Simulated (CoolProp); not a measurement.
The fluid at 298.15 K and 0.546 MPa is throttled through a valve to 0.332 MPa with no heat exchange. The same conditions are run with several fluids, on thermodynamics alone (safety and materials aside).

Model: reference Helmholtz-energy equation of state of each fluid (c-C4F8 (RC318): Platzer 1990; isohexane: Lemmon 2006; decamethyltetrasiloxane (MD2M): Thol 2017; n-decane: Lemmon 2006; o-xylene: Zhou 2012), in CoolProp. The equations of Platzer and Polt are older, rougher fits.

```tsv
fluid	temperature change (K)	final density (kg/m³)
c-C4F8 (RC318)	+0.0	1500
isohexane	+0.1	649
decamethyltetrasiloxane (MD2M)	+0.1	849
n-decane	+0.1	727
o-xylene	+0.1	876
```
